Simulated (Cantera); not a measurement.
An isothermal, constant-pressure homogeneous reactor starts with CH₄ : N₂ = 1 : 7 (molar parts), at 1775 K and 0.133 bar. Integrator tolerance rtol = 1e-08.

Detailed kinetics in Cantera: GRI-Mech 3.0 (53 species, 325 reactions). GRI-Mech 3.0 stops at C3 and has no aromatics, soot or wall deposition, so with more carbon than oxygen in the feed, carbon stays in small species such as C2H2 where larger ones or solid carbon would form.

Task: What does this change do: N2 7 to 1.5 parts?

Result: 
```
quantity                                              before                                      after
-----------------  -----------------------------------------  -----------------------------------------
x(CH₄) at 50.0 s    0.000147 (gas-phase equilibrium 8.75e-5)  0.000977 (gas-phase equilibrium 0.000768)
x(H₂) at 50.0 s          0.166 (gas-phase equilibrium 0.166)        0.427 (gas-phase equilibrium 0.427)
x(H) at 50.0 s     0.000326 (gas-phase equilibrium 0.000326)  0.000522 (gas-phase equilibrium 0.000522)
x(C₂H₆) at 50.0 s   1.10e-9 (gas-phase equilibrium 3.88e-10)    1.88e-8 (gas-phase equilibrium 1.16e-8)
x(HCN) at 50.0 s      5.86e-5 (gas-phase equilibrium 0.0725)      4.39e-5 (gas-phase equilibrium 0.110)
```

Task: What does this change do: temperature 1775 to 1950 K?

Result: 
```csv
quantity,before,after
x(CH₄) at 50.0 s,0.000147 (gas-phase equilibrium 8.75e-5),3.83e-5 (gas-phase equilibrium 2.46e-5)
x(H₂) at 50.0 s,0.166 (gas-phase equilibrium 0.166),0.166 (gas-phase equilibrium 0.166)
x(H) at 50.0 s,0.000326 (gas-phase equilibrium 0.000326),0.00129 (gas-phase equilibrium 0.00129)
x(C₂H₆) at 50.0 s,1.10e-9 (gas-phase equilibrium 3.88e-10),1.25e-10 (gas-phase equilibrium 4.78e-11)
x(HCN) at 50.0 s,5.86e-5 (gas-phase equilibrium 0.0725),0.00122 (gas-phase equilibrium 0.0761)
```
